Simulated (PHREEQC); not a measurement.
0.24 g of hydrous ferric oxide (600 m²/g; 0.2 weak and 0.005 strong sites per Fe, Dzombak-Morel constants, diffuse double layer) in 1 kg of water with 0.001 mol/kgw of an inert sodium salt and 0.00017 mol/kgw ZnCl2, at 25 °C; the pH is set by adding NaOH or the inert anion's acid. Oxygen alone is held at its pressure in air (log pO2 = -0.68). The system is closed to CO2. Nothing may precipitate in this run.

Model: ion-association model, wateq4f.dat, run in PHREEQC.

| pH | Zn sorbed (%) | surface charge σ (C/m²) | surface potential ψ (mV) |
|---|---|---|---|
| 3 | 0.0 | 0.266 | 229 |
| 3.67 | 0.0 | 0.170 | 216 |
| 4.33 | 0.1 | 0.104 | 194 |
| 5 | 1.1 | 0.060 | 167 |
| 5.67 | 6.3 | 0.032 | 137 |
| 6.33 | 17.5 | 0.017 | 106 |
| 7 | 55.6 | 0.011 | 84 |
| 7.67 | 89.7 | 0.007 | 63 |
| 8.33 | 98.7 | 0.003 | 30 |
| 9 | 99.5 | -0.001 | -8 |
| 9.67 | 99.5 | -0.004 | -46 |
| 10.33 | 99.5 | -0.011 | -83 |
| 11 | 99.0 | -0.028 | -117 |

Complexes and solids missing from the database can't appear. The oxide is taken as insoluble; below pH 4 it would dissolve.
